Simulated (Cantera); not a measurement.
Charge: 1 mol Fe₂O₃, 11 mol H₂, equilibrated at 923.15 K and 13300 Pa.

Equilibrium computed with Cantera from the NASA thermochemical tables; the gas is ideal and each condensed phase is pure. Candidate condensed phases: Fe, FeO, Fe(OH)₂, Fe(OH)₃, Fe₂O₃, Fe₃O₄, H₂O; 12 gas species. The tables' stoichiometric FeO is somewhat more stable than real wüstite, so its field is too wide. FeO: taken at fixed stoichiometry. Equilibrium is a limit: real reactors are often held back by kinetics, nucleation or transport.

Base state: H₂ 0.873, H₂O 0.127 (mole fractions); condensed: Fe(α) + FeO(s).

**Question.** What changes in the equilibrium state with this change: Fe₂O₃ replaced by Nb₂O₅?

**Answer.** 
| species | before | after |
|---|---|---|
| H₂ | 0.873 | 0.997 |
| H₂O | 0.127 | 0.00287 |
| Fe(α), mol | 0.392 | 0 |
| FeO(s), mol | 1.61 | 0 |
| NbO₂(s), mol | 0 | 0.0631 |
| Nb₂O₅(s), mol | 0 | 0.968 |
Condensed phases not in the tables: the oxides between NbO₂ and Nb₂O₅. Further candidate phases: Nb, NbO, NbO₂, Nb₂O₅.

**Question.** What changes in the equilibrium state with this change: temperature from 923.15 K to 1175 K?

**Answer.** 
```csv
species,before,after
H₂,0.873,0.791
H₂O,0.127,0.209
"Fe(α), mol",0.392,1.30
"FeO(s), mol",1.61,0.701
```
Mutual solubility and eutectic melting of coexisting phases are not modelled.
